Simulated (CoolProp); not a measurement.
Vapour-liquid equilibrium of propylene (1) + R134a (2) at 0.0117 MPa; x and y are mole fractions of (1).

Model: multi-fluid Helmholtz-energy mixture model, Lemmon 2013 and Tillner-Roth 1994; pair parameters Bell 2016, in CoolProp.

```tsv
x	bubble temperature (K)	y at the bubble point	dew temperature at overall composition x (K)	liquid density (mol/L)
0.05	199.9	0.487	207.8	14.80
0.15	191.9	0.750	206.3	15.00
0.25	188.9	0.817	204.7	15.08
0.35	187.8	0.839	202.8	15.12
0.45	187.5	0.846	200.8	15.15
0.55	187.4	0.848	198.3	15.18
0.65	187.4	0.851	195.5	15.24
0.75	187.2	0.859	191.9	15.31
0.85	187.0	0.884	187.4	15.41
0.95	187.0	0.943	187.0	15.52
```

y crosses x between x = 0.85 and 0.95: the model has an azeotrope there.

The pair parameters rest on a limited set of measurements; away from them the model extrapolates. With so large a gap from Raoult's law the liquid may split in two, which this calculation doesn't test in full.
